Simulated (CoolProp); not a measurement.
The numbers come from the reference Helmholtz-energy equation of state, Lemmon 2005 in CoolProp. It is a short technical equation, of lower accuracy than the large ones.

Question: Give the vapour pressure (MPa), liquid cp (kJ/(kg K)), vapour Z of saturated isobutene at 210.8, 255.8, 300.8 K.

Answer: 
| T (K) | p (MPa) | liquid cp (kJ/(kg K)) | vapour Z |
|---|---|---|---|
| 210.8 | 0.00591 | 2.04 | 0.994 |
| 255.8 | 0.0663 | 2.18 | 0.968 |
| 300.8 | 0.330 | 2.39 | 0.906 |
